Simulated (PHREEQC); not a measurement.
# Acid mine or pickling water: speciation

Synthetic water in mg/kgw, 25 °C, pH 3.1, pe 10.6:

```json
[
 {"constituent": "Na", "mg/kgw": "193"},
 {"constituent": "K", "mg/kgw": "150"},
 {"constituent": "Ca", "mg/kgw": "81.7"},
 {"constituent": "Mg", "mg/kgw": "4.81"},
 {"constituent": "Cl", "mg/kgw": "29.7"},
 {"constituent": "S(6) as SO4", "mg/kgw": "1260"},
 {"constituent": "Al", "mg/kgw": "97.4"},
 {"constituent": "N(5) as NO3", "mg/kgw": "31.2"}
]
```

Valence states are taken as typed.

Computed with PHREEQC (ion-association model, wateq4f.dat).

This is a speciation only: nothing precipitates in the calculation.

Question: What ionic strength does the model give?

Answer: ionic strength 0.0312 mol/kgw.

Question: In which forms is K present?

Answer: K+ 97 %, KSO4- 2.9 % of the K.
